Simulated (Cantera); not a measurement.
Input (Python, Cantera) and output of one run.

```python
import numpy as np
import cantera as ct

gas_names = """
    N2O NbO2 N
""".split()
cond_names = """
    Nb2O5(s) Nb2O5(L)
""".split()


def load(file, names, dense=False):
    # The tables refer to 1 bar. Condensed volumes are neglected.
    table = {s.name: s for s in ct.Species.list_from_file(file)}
    out = []
    for n in names:
        d = dict(table[n].input_data)
        d["thermo"] = dict(d["thermo"], **{"reference-pressure": 1e5})
        if dense:
            d["equation-of-state"] = {"model": "constant-volume", "density": "1e6 g/cm^3"}
        out.append(ct.Species.from_dict(d))
    return out


species = {s.name: s for s in load("nasa_gas.yaml", gas_names) + load("nasa_condensed.yaml", cond_names)}
# Each term lists the table entries of one substance; the one whose range holds T is used.
reactions = {
    'N2O(g) + 2 NbO2(g) = 2 N(g) + Nb2O5':
        [(-1, ['N2O']), (-2, ['NbO2']), (2, ['N']), (1, ['Nb2O5(s)', 'Nb2O5(L)'])],
}


def pick(names, T):
    return next(species[n] for n in names if species[n].thermo.min_temp <= T <= species[n].thermo.max_temp)


results = []
for label, terms in reactions.items():
    print(label)
    print("     T/K   dH/kJ  dS/(J/K)   dG/kJ   log10 K")
    for T in [1025, 1125, 1225, 1325, 1425, 1525, 1625, 1725, 1825, 1925, 2025]:
        used = [(nu, pick(names, T)) for nu, names in terms]
        dH = sum(nu * s.thermo.h(T) for nu, s in used) / 1e6
        dS = sum(nu * s.thermo.s(T) for nu, s in used) / 1e3
        dG = dH - T * dS / 1e3
        logK = -dG * 1e6 / (ct.gas_constant * T * np.log(10))
        results.append((label, T, dH, dS, dG, logK, [s.name for _, s in used]))
        print(f"{T:8g} {dH:8.1f} {dS:8.1f} {dG:8.1f} {logK:8.2f}")
```

Result:

```
N2O(g) + 2 NbO2(g) = 2 N(g) + Nb2O5
     T/K   dH/kJ  dS/(J/K)   dG/kJ   log10 K
    1025   -599.8   -261.1   -332.2    16.93
    1125   -594.7   -256.4   -306.3    14.22
    1225   -589.7   -252.0   -280.9    11.98
    1325   -584.6   -248.1   -255.9    10.09
    1425   -579.5   -244.4   -231.3     8.48
    1525   -574.5   -240.9   -207.0     7.09
    1625   -569.5   -237.8   -183.1     5.89
    1725   -564.5   -234.8   -159.5     4.83
    1825   -452.9   -172.3   -138.5     3.96
    1925   -442.1   -166.5   -121.6     3.30
    2025   -431.4   -161.1   -105.2     2.71
```

Standard-state values (1 bar) from the NASA 1993 polynomials, evaluated with Cantera. Condensed species are held in their standard states even where they would react or evaporate.
